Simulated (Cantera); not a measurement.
**Stirred combustor or abatement burner**

A perfectly stirred reactor is fed with H2 : O2 : N2 = 1 : 0.417 : 2.92 (molar parts), at 0.543 atm; it is adiabatic with a 550 K inlet, and is followed from long to short residence time, starting on the burning branch (τ in s: 0.042, 0.019, 0.0087, 0.004, 0.0018, 0.00081, 0.00037, 0.00017, 7.6e-05, 3.5e-05, 1.6e-05, 7.1e-06, 3.2e-06).

Computed with Cantera and the H2/O2 subset of GRI-Mech 3.0, which has no nitrogen chemistry.

| τ (s) | T (K) | x H2 | x O2 | x H2O | x H2O2 | x H | x OH | x O |
|---|---|---|---|---|---|---|---|---|
| 0.042 | 1941 | 0.0420 | 0.000576 | 0.208 | 3.87e-8 | 0.00548 | 0.00242 | 0.000237 |
| 0.019 | 1912 | 0.0423 | 0.00106 | 0.205 | 6.33e-8 | 0.00785 | 0.00321 | 0.000451 |
| 0.0087 | 1872 | 0.0429 | 0.00184 | 0.202 | 1.02e-7 | 0.0111 | 0.00407 | 0.000811 |
| 0.0040 | 1815 | 0.0437 | 0.00302 | 0.197 | 1.67e-7 | 0.0157 | 0.00487 | 0.00137 |
| 0.0018 | 1739 | 0.0447 | 0.00468 | 0.191 | 2.86e-7 | 0.0220 | 0.00545 | 0.00218 |
| 0.00081 | 1643 | 0.0458 | 0.00686 | 0.184 | 4.98e-7 | 0.0302 | 0.00559 | 0.00319 |
| 0.00037 | 1533 | 0.0471 | 0.00966 | 0.176 | 8.35e-7 | 0.0397 | 0.00519 | 0.00420 |
| 0.00017 | 1408 | 0.0510 | 0.0139 | 0.166 | 1.20e-6 | 0.0488 | 0.00429 | 0.00493 |
| 7.6e-5 | 1253 | 0.0705 | 0.0248 | 0.144 | 1.37e-6 | 0.0502 | 0.00291 | 0.00465 |
| 3.5e-5 | 550 | 0.231 | 0.0961 | <1e-12 | <1e-12 | <1e-12 | <1e-12 | <1e-12 |
| 1.6e-5 | 550 | 0.231 | 0.0961 | <1e-12 | <1e-12 | <1e-12 | <1e-12 | <1e-12 |
| 7.1e-6 | 550 | 0.231 | 0.0961 | <1e-12 | <1e-12 | <1e-12 | <1e-12 | <1e-12 |
| 3.2e-6 | 550 | 0.231 | 0.0961 | <1e-12 | <1e-12 | <1e-12 | <1e-12 | <1e-12 |
x: mole fraction; the columns are a selection and need not sum to one.
